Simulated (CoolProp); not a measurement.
Vapour pressure (MPa) of cyclopropane: the reference equation beside estimates from Tc = 398.7 K, pc = 5.605 MPa, ω = 0.131. Clausius-Clapeyron is anchored at 314.7 K with a constant enthalpy of vaporisation of 15.83 kJ/mol.

Computed with CoolProp (reference Helmholtz-energy equation of state, Polt 1992). This equation is an older, rougher fit; its heat capacities, sound speeds and derivatives of the liquid may be far off and weren't checked against measurements.

| T (K) | reference | Clausius-Clapeyron | van der Waals |
|---|---|---|---|
| 301.1 | 0.7840 | 0.8407 | 1.637 |
| 305.6 | 0.8813 | 0.9228 | 1.758 |
| 310.2 | 0.9897 | 1.012 | 1.887 |
| 314.7 | 1.105 | 1.105 | 2.019 |
| 319.3 | 1.233 | 1.206 | 2.160 |
| 323.8 | 1.368 | 1.310 | 2.303 |
| 328.4 | 1.516 | 1.422 | 2.456 |
| 333 | 1.677 | 1.541 | 2.615 |
| 337.5 | 1.845 | 1.663 | 2.777 |
| 342.1 | 2.030 | 1.794 | 2.948 |
| 346.6 | 2.223 | 1.928 | 3.122 |
| 351.2 | 2.435 | 2.072 | 3.307 |
| 355.7 | 2.655 | 2.220 | 3.493 |
| 360.3 | 2.896 | 2.377 | 3.691 |

Absolute difference from the reference over all 14 rows, mean and median: Clausius-Clapeyron 8.5 and 7.7 %, van der Waals 62.4 and 59.0 %.
